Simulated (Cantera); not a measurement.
What does this Cantera script print?

```python
import numpy as np
import cantera as ct

gas_names = """
    Fe FeO Fe(OH)2 H HO2 H2 H2O H2O2 H2S H2SO4 O OH O2 O3 S SH SO SO2 SO3 S2 S2O S8
""".split()
cond_names = """
    Fe(a) Fe(c) Fe(d) Fe(L) FeO(s) FeO(L) Fe(OH)2(s) Fe(OH)3(s) FeS(a) FeS(b) FeS(c) FeS(L) FeSO4(s)
    FeS2(s) Fe2O3(s) Fe2S3O12(s) Fe3O4(s) H2O(s) H2O(L) H2SO4(L) S(cr1) S(cr2) S(L)
""".split()


def load(file, names, dense=False):
    # The tables refer to 1 bar. Condensed volumes are neglected.
    table = {s.name: s for s in ct.Species.list_from_file(file)}
    out = []
    for n in names:
        d = dict(table[n].input_data)
        d["thermo"] = dict(d["thermo"], **{"reference-pressure": 1e5})
        if dense:
            d["equation-of-state"] = {"model": "constant-volume", "density": "1e6 g/cm^3"}
        out.append(ct.Species.from_dict(d))
    return out


gas = ct.Solution(thermo="ideal-gas", species=load("nasa_gas.yaml", gas_names))
cond = {s.name: ct.Solution(thermo="fixed-stoichiometry", species=[s], name=s.name)
        for s in load("nasa_condensed.yaml", cond_names, dense=True)}
atoms = {
    'FeS': {'Fe': 1, 'S': 1},
    'H2': {'H': 2},
    'H2O': {'H': 2, 'O': 1},
}
top_T = {'FeSO4(s)': 950, 'FeS2(s)': 1010, 'Fe2O3(s)': 1830, 'Fe2S3O12(s)': 1100, 'Fe3O4(s)': 1870}  # K; cautious upper limits of use, not melting points


def equilibrate(T, P, feed):
    n = {}
    for name, mol in feed.items():
        for a, k in atoms[name].items():
            n[a] = n.get(a, 0.0) + k * mol
    gas.TPX = T, P, n
    mass = sum(n.values()) * gas.mean_molecular_weight
    gas.equilibrate("TP")
    valid = [c for c in cond.values() if c.min_temp <= T <= top_T.get(c.name, c.max_temp)]
    mix = ct.Mixture([(gas, mass / gas.mean_molecular_weight)] + [(c, 0.0) for c in valid])
    mix.T, mix.P = T, P
    mix.equilibrate("TP", solver="vcs", rtol=1e-11, max_steps=5000)
    return mix


results = []
T = 2098.15  # K
P = 32000  # Pa
for m in [280, 640, 990, 1300, 1700, 2100, 2400, 2800]:
    feed = {'FeS': 1, 'H2': m, 'H2O': 0.32}  # mol
    mix = equilibrate(T, P, feed)
    results.append((T, P, feed, dict(zip(mix.species_names, mix.species_moles))))

top = {s: max(r[3][s] / sum(r[3][g] for g in gas_names) for r in results) for s in gas_names}
cols = sorted((s for s in top if top[s] > 0.0001), key=lambda s: -top[s])[:7]
seen = [c for c in cond_names if any(r[3].get(c, 0) > 1e-12 for r in results)]
print("log10 of partial pressures in bar; condensed amounts in mol")
print(f"{'n(H2)':>10s}" + "".join(f"{s[:9]:>10s}" for s in cols + seen))
for T, P, feed, n in results:
    ng = sum(n[g] for g in gas_names)
    print(f"{feed['H2']:10.4g}" + "".join(f"{np.log10(max(n[s] / ng * P / 1e5, 1e-99)):10.3f}" for s in cols)
          + "".join(f"{n.get(c, 0):10.4g}" for c in seen))
```

Result:

```
log10 of partial pressures in bar; condensed amounts in mol
     n(H2)        H2         H        Fe       H2S       H2O        SH     Fe(L)
       280    -0.501    -2.762    -2.983    -3.109    -3.441    -3.575   0.08345
       640    -0.499    -2.761    -3.303    -3.454    -3.798    -3.921         0
       990    -0.498    -2.761    -3.492    -3.639    -3.988    -4.107         0
      1300    -0.498    -2.760    -3.610    -3.756    -4.106    -4.223         0
      1700    -0.498    -2.760    -3.727    -3.871    -4.222    -4.338         0
      2100    -0.498    -2.760    -3.819    -3.962    -4.314    -4.429         0
      2400    -0.498    -2.760    -3.877    -4.020    -4.372    -4.487         0
      2800    -0.498    -2.760    -3.943    -4.086    -4.439    -4.554         0
```

Method: chemical equilibrium by Gibbs-energy minimisation in Cantera with the NASA 1993 tables (ideal gas, pure condensed phases).
